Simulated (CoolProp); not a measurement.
Properties of ethylene along the isobar 0.101 MPa (Tc = 282.4 K, pc = 5.042 MPa, ω = 0.087).

Model: reference Helmholtz-energy equation of state, Smukala 2000, in CoolProp.

```
T (K)   phase  Joule-Thomson coefficient (K/MPa)  isothermal compressibility (1/MPa)
-----  ------  ---------------------------------  ----------------------------------
131.4  liquid                            -0.4828                            0.001037
176.9     gas                              37.31                               10.20
222.4     gas                              21.03                               10.04
267.9     gas                              13.28                               9.981
313.4     gas                              8.972                               9.950
358.9     gas                              6.360                               9.932
404.4     gas                              4.681                               9.922
449.8     gas                              3.553                               9.915
```
